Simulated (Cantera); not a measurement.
A Cantera script and what it prints.

```python
import numpy as np
import cantera as ct

gas_names = """
    AL ALC ALH ALO ALOH ALO2 ALO2H AL2 AL2O AL2O2 C CH CH2 CH3 CH2OH CH3O CH4 CH3OH CO CO2 COOH C2 C2H
    CHCO,ketyl C2H2,acetylene C2H2,vinylidene CH2CO,ketene C2H3,vinyl CH3CO,acetyl C2H4 C2H4O,ethylen
    CH3CHO,ethanal CH3COOH (HCOOH)2 C2H5 C2H6 CH3OCH3 C2H5OH C2O C3 C3H3,propargyl C3H4,allene
    C3H4,propyne C3H4,cyclo- C3H5,allyl C3H6,propylene C3H6,cyclo- C3H6O C3H7,n-propyl C3H7,i-propyl
    C3H8 C3H8O,1propanol C3H8O,2propanol C3O2 C4 C4H2 C4H4,1,3-cyclo- C4H6,butadiene C4H6,2-butyne
    C4H6,cyclo- C4H8,1-butene C4H8,cis2-buten C4H8,tr2-butene C4H8,isobutene C4H8,cyclo- (CH3COOH)2
    C4H9,n-butyl C4H9,i-butyl C4H9,s-butyl C4H9,t-butyl C4H10,isobutane C4H10,n-butane C5 C5H6,1,3cyclo-
    C5H8,cyclo- C5H10,1-pentene C5H10,cyclo- C5H11,pentyl C5H11,t-pentyl C5H12,n-pentane C5H12,i-pentane
    CH3C(CH3)2CH3 C6H2 C6H5,phenyl C6H5O,phenoxy C6H6 C6H5OH,phenol C6H10,cyclo- C6H12,1-hexene
    C6H12,cyclo- C6H13,n-hexyl C7H7,benzyl C7H8 C7H8O,cresol C7H14,1-heptene C7H15,n-heptyl
    C7H16,n-heptane C8H8,styrene C8H10,ethylbenz C8H16,1-octene C8H17,n-octyl C8H18,isooctane
    C8H18,n-octane C9H19,n-nonyl C10H8,naphthale C10H21,n-decyl C12H9,o-bipheny C12H10,bipheny H HALO
    HCO HO2 H2 HCHO,formaldehy HCOOH H2O H2O2 O OH O2 O3
""".split()
cond_names = """
    AL(cr) AL(L) AL2O3(a) AL2O3(L) C(gr) C6H6(L) C7H8(L) C8H18(L),n-octa H2O(s) H2O(L)
""".split()


def load(file, names, dense=False):
    # The tables refer to 1 bar. Condensed volumes are neglected.
    table = {s.name: s for s in ct.Species.list_from_file(file)}
    out = []
    for n in names:
        d = dict(table[n].input_data)
        d["thermo"] = dict(d["thermo"], **{"reference-pressure": 1e5})
        if dense:
            d["equation-of-state"] = {"model": "constant-volume", "density": "1e6 g/cm^3"}
        out.append(ct.Species.from_dict(d))
    return out


gas = ct.Solution(thermo="ideal-gas", species=load("nasa_gas.yaml", gas_names))
cond = {s.name: ct.Solution(thermo="fixed-stoichiometry", species=[s], name=s.name)
        for s in load("nasa_condensed.yaml", cond_names, dense=True)}
atoms = {
    'Al(CH3)3': {'AL': 1, 'C': 3, 'H': 9},
    'H2O': {'H': 2, 'O': 1},
    'H2': {'H': 2},
}
top_T = {'C(gr)': 4500}  # K; cautious upper limits of use, not melting points


def equilibrate(T, P, feed):
    n = {}
    for name, mol in feed.items():
        for a, k in atoms[name].items():
            n[a] = n.get(a, 0.0) + k * mol
    gas.TPX = T, P, n
    mass = sum(n.values()) * gas.mean_molecular_weight
    gas.equilibrate("TP")
    valid = [c for c in cond.values() if c.min_temp <= T <= top_T.get(c.name, c.max_temp)]
    mix = ct.Mixture([(gas, mass / gas.mean_molecular_weight)] + [(c, 0.0) for c in valid])
    mix.T, mix.P = T, P
    mix.equilibrate("TP", solver="vcs", rtol=1e-11, max_steps=5000)
    return mix


results = []
feed = {'Al(CH3)3': 1, 'H2O': 49, 'H2': 13}  # mol
T = 648.15  # K
P = 3200  # Pa
mix = equilibrate(T, P, feed)
results.append((T, P, feed, dict(zip(mix.species_names, mix.species_moles))))
print(gas.report(threshold=1e-06))
for i in range(1, mix.n_phases):
    print(f"{mix.phase(i).name:16s} {mix.phase_moles(i):12.5e} mol")
```

It prints:

```
       temperature   648.15 K
          pressure   3200 Pa
           density   0.008042 kg/m^3
  mean mol. weight   13.543 kg/kmol
   phase of matter   gas

                          1 kg             1 kmol
                     ---------------   ---------------
          enthalpy       -1.1265e+07       -1.5257e+08  J
   internal energy       -1.1663e+07       -1.5796e+08  J
           entropy             17081        2.3134e+05  J/K
    Gibbs function       -2.2337e+07       -3.0251e+08  J
 heat capacity c_p            2572.2             34836  J/K
 heat capacity c_v            1958.3             26521  J/K

                      mass frac. Y      mole frac. X     chem. pot. / RT
                     ---------------   ---------------   ---------------
               CH4         0.0071373         0.0060252           -45.973
                CO         0.0025964         0.0012554           -55.242
               CO2            0.1183          0.036405           -106.66
                H2          0.050416           0.33869           -21.072
               H2O           0.82155           0.61762           -72.485
     [ +116 minor]        9.7384e-10        3.5298e-10

AL(cr)            0.00000e+00 mol
AL2O3(a)          5.00000e-01 mol
C(gr)             0.00000e+00 mol
```

Cantera equilibrium calculation (NASA polynomials, part measured and part estimated; ideal gas, pure solids and liquids). The feed counts by its element totals alone.
